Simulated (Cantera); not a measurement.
## Oxide etching and cleaning by halides: Fe₂O₃ + Cl₂ + N₂

A closed system holds: 1 mol Fe₂O₃, 24 mol Cl₂, 0.97 mol N₂, equilibrated at 977 °C and 2.20 Pa.

Cantera equilibrium calculation (NASA polynomials, part measured and part estimated; ideal gas, pure solids and liquids). Candidate condensed phases: Fe, FeCl₂, FeCl₃, FeO, Fe₂O₃, Fe₃O₄; 19 gas species. The numbers say what is thermodynamically allowed, not how fast it happens.

```yaml
x(Cl): 0.709
x(Cl₂): 0.182
x(FeCl₂): 0.0470
x(O₂): 0.0366
x(N₂): 0.0237
x(FeCl₃): 0.00186
x(ClO): 2.28e-5
x(NO): 2.04e-5
x(O): 2.82e-6
gas_amount: 40.95 mol
log10 activity of FeCl₂(l) (absent): -5.72
log10 activity of Fe(γ) (absent): -8.78
```
